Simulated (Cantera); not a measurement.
What does this Cantera script print?

```python
import numpy as np
import cantera as ct

gas = ct.Solution("gri30.yaml")
gas.TPX = 1523, 100000, {'CO': 0.0045, 'O2': 0.0074, 'H2O': 0.0065, 'N2': 1}
reactor = ct.IdealGasConstPressureReactor(gas, energy="off", clone=False)
net = ct.ReactorNet([reactor])
net.rtol, net.atol = 1e-08, 1e-18
show = ['CO', 'O2', 'H2O', 'CO2', 'H2', 'NO']
times = np.geomspace(0.0006, 100, 12)

steps = ct.SolutionArray(gas, extra=["t"])
rows = []
print(f"{'t/s':>10s}{'T/K':>9s}{'P/Pa':>11s}" + "".join(f"{s:>11s}" for s in show))
for t in times:
    while net.time < t:
        t_next = net.step()
        steps.append(gas.state, t=t_next)
    rows.append([np.interp(t, steps.t, y) for y in (steps.T, steps.P, *steps(*show).X.T)])
    print(f"{t:10.3e}{rows[-1][0]:9.1f}{rows[-1][1]:11.4g}" + "".join(f"{x:11.3e}" for x in rows[-1][2:]))
rate = np.gradient(steps.T, steps.t)
print("integrator steps:", len(steps.t))
if steps.T.max() > steps.T[0] + 200:
    print(f"time of steepest temperature rise: {steps.t[rate.argmax()]:.4e} s")
gas.TPX = 1523, 100000, {'CO': 0.0045, 'O2': 0.0074, 'H2O': 0.0065, 'N2': 1}
gas.equilibrate("TP")
print(f"equilibrium (TP): T = {gas.T:.1f} K  " + "  ".join(f"{s} {gas[s].X[0]:.3e}" for s in show))
```

Output:

```
       t/s      T/K       P/Pa         CO         O2        H2O        CO2         H2         NO
 6.000e-04   1523.0      1e+05  4.418e-03  7.266e-03  6.382e-03  7.886e-07  9.103e-08  1.087e-12
 1.790e-03   1523.0      1e+05  3.683e-03  6.807e-03  6.123e-03  7.356e-04  9.583e-05  1.106e-08
 5.340e-03   1523.0      1e+05  4.624e-04  5.224e-03  6.053e-03  3.963e-03  1.402e-04  1.186e-06
 1.593e-02   1523.0      1e+05  6.529e-05  5.073e-03  6.328e-03  4.363e-03  2.042e-05  1.527e-06
 4.753e-02   1523.0      1e+05  9.015e-06  5.062e-03  6.376e-03  4.419e-03  3.228e-06  1.602e-06
 1.418e-01   1523.0      1e+05  1.615e-06  5.064e-03  6.388e-03  4.427e-03  7.109e-07  1.620e-06
 4.231e-01   1523.0      1e+05  5.391e-07  5.065e-03  6.391e-03  4.428e-03  2.784e-07  1.627e-06
 1.262e+00   1523.0      1e+05  4.310e-07  5.065e-03  6.392e-03  4.428e-03  2.319e-07  1.637e-06
 3.766e+00   1523.0      1e+05  4.303e-07  5.065e-03  6.392e-03  4.428e-03  2.316e-07  1.666e-06
 1.123e+01   1523.0      1e+05  4.303e-07  5.065e-03  6.392e-03  4.428e-03  2.316e-07  1.751e-06
 3.352e+01   1523.0      1e+05  4.303e-07  5.065e-03  6.392e-03  4.428e-03  2.316e-07  2.004e-06
 1.000e+02   1523.0      1e+05  4.303e-07  5.064e-03  6.392e-03  4.428e-03  2.316e-07  2.760e-06
integrator steps: 1302
equilibrium (TP): T = 1523.0 K  CO 4.354e-07  O2 4.948e-03  H2O 6.392e-03  CO2 4.428e-03  H2 2.343e-07  NO 2.356e-04
```

Model: GRI-Mech 3.0 (53 species, 325 reactions), integrated in Cantera.
